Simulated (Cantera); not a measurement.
Source: NASA polynomial tables (part measured, part estimated), evaluated in Cantera. Values are per mole of reaction as written; species without (g) are pure solids or liquids, kept so even where they would boil at 1 bar.

### Question
Between 823 and 2323 K, where is each reaction favourable under standard conditions?
- 3 CF2(g) = C + 2 CF3(g)

### Answer
- 3 CF2(g) = C + 2 CF3(g): ΔG° is -241 kJ at 823 K and 26 kJ at 2323 K; it changes sign between 2173 and 2323 K. ΔH° is -371 kJ and ΔS° -171 J/K at 2323 K.
